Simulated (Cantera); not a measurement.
## Premixed flame

A freely propagating, adiabatic, planar premixed flame of H2 : O2 : N2 : H2O = 1 : 0.725 : 2.72 : 0.52 (molar parts), unburnt at 600 K and 101000 Pa; mixture-averaged transport, grid criteria slope 0.08 and curve 0.16, no radiation.

Computed with Cantera and the H2/O2 subset of GRI-Mech 3.0, which has no nitrogen chemistry. Burning velocities carry a grid error of a few per cent, more on coarse grids. Lean hydrogen flames are cellular in practice and burn faster than this planar one.

```csv
z (mm),T (K),u (m/s),x H2,x O2,x H2O,x H,x H2O2,x O
-1.18,600,3.77,0.201,0.146,0.105,<1e-8,<1e-8,<1e-8
-0.789,600,3.77,0.201,0.146,0.105,<1e-8,<1e-8,<1e-8
-0.591,600,3.77,0.201,0.146,0.105,<1e-8,<1e-8,<1e-8
-0.394,601,3.76,0.199,0.146,0.105,<1e-8,8.90e-8,2.78e-8
-0.197,634,3.91,0.183,0.148,0.110,5.11e-5,1.37e-5,7.83e-6
-0.0986,835,5.01,0.148,0.143,0.134,0.00175,3.28e-5,0.000230
0,1180,6.92,0.0888,0.116,0.196,0.00997,1.26e-5,0.00250
0.0986,1440,8.38,0.0410,0.0809,0.259,0.0167,5.59e-6,0.00616
0.197,1585,9.18,0.0230,0.0645,0.286,0.0156,3.26e-6,0.00728
0.394,1730,9.96,0.0153,0.0570,0.303,0.00985,1.63e-6,0.00607
0.789,1850,10.6,0.0103,0.0538,0.314,0.00470,8.78e-7,0.00387
1.58,1936,11.0,0.00573,0.0520,0.324,0.00174,5.18e-7,0.00203
3.15,1986,11.2,0.00262,0.0514,0.331,0.000507,3.14e-7,0.000908
```
x: mole fraction of selected species; z is measured from the peak of heat release.

```yaml
laminar_burning_velocity: 377 cm/s
thermal_thickness: 0.394 mm
peak x(H): 0.0169
peak x(H2O2): 3.32e-5
peak x(O): 0.00729
grid_points: 109
```
